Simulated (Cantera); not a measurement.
Feed: 1 mol SiH₂Cl₂, 0.38 mol O₃, 7.1 mol H₂, held at 1975 K and 0.000380 bar.

Equilibrium computed with Cantera from the NASA thermochemical tables; the gas is ideal and each condensed phase is pure. Candidate condensed phases: H₂O, Si, SiO₂; 30 gas species. Rates play no part.

Base state: H₂ 0.643, HCl 0.180, SiO 0.0956, H 0.0563, H₂O 0.0133, Cl 0.0117, OH 0.000111 (mole fractions); condensed: gas only.

**Question.** What changes in the equilibrium state with this change: SiH₂Cl₂ replaced by TEOS?

**Answer.** 
```json
[
 {"species": "H₂", "before": "0.643", "after": "0.713"},
 {"species": "CO", "before": "0", "after": "0.221"},
 {"species": "H", "before": "0.0563", "after": "0.0592"},
 {"species": "HCl", "before": "0.180", "after": "0"},
 {"species": "SiO", "before": "0.0956", "after": "0.00194"},
 {"species": "Cl", "before": "0.0117", "after": "0"},
 {"species": "H₂O", "before": "0.0133", "after": "7.77e-9"},
 {"species": "Si", "before": "1.11e-7", "after": "0.00425"},
 {"species": "C₂H₂ (acetylene)", "before": "0", "after": "0.000463"},
 {"species": "SiC₂", "before": "0", "after": "0.000156"},
 {"species": "OH", "before": "0.000111", "after": "<1e-9"},
 {"species": "Si₂C", "before": "0", "after": "0.000105"},
 {"species": "C(graphite), mol", "before": "0", "after": "2.03"},
 {"species": "SiC(s), mol", "before": "0", "after": "0.848"}
]
```
The feed counts by its element totals alone. Further candidate phases: C, C₆H₆, C₇H₈, C₈H₁₈, SiC.

**Question.** What changes in the equilibrium state with this change: temperature from 1975 K to 1523 K?

**Answer.** 
| species | before | after |
|---|---|---|
| H₂ | 0.643 | 0.713 |
| HCl | 0.180 | 0.200 |
| SiO | 0.0956 | 0.0858 |
| H | 0.0563 | 0.00100 |
| H₂O | 0.0133 | 7.21e-5 |
| Cl | 0.0117 | 0.000225 |
| OH | 0.000111 | 3.12e-9 |
| SiCl₂ | 1.61e-7 | 0.000318 |
| SiO₂(β-quartz), mol | 0 | 0.142 |
The tables hold silica as quartz up to 1696 K and as liquid above; real silica turns to tridymite and cristobalite and melts near 1996 K.

**Question.** What changes in the equilibrium state with this change: temperature from 1975 K to 1648.15 K?

**Answer.** 
```tsv
species	before	after
H₂	0.643	0.707
HCl	0.180	0.199
SiO	0.0956	0.0878
H	0.0563	0.00385
Cl	0.0117	0.000850
H₂O	0.0133	0.00177
OH	0.000111	4.34e-7
SiO₂(β-quartz), mol	0	0.122
```
The tables hold silica as quartz up to 1696 K and as liquid above; real silica turns to tridymite and cristobalite and melts near 1996 K.
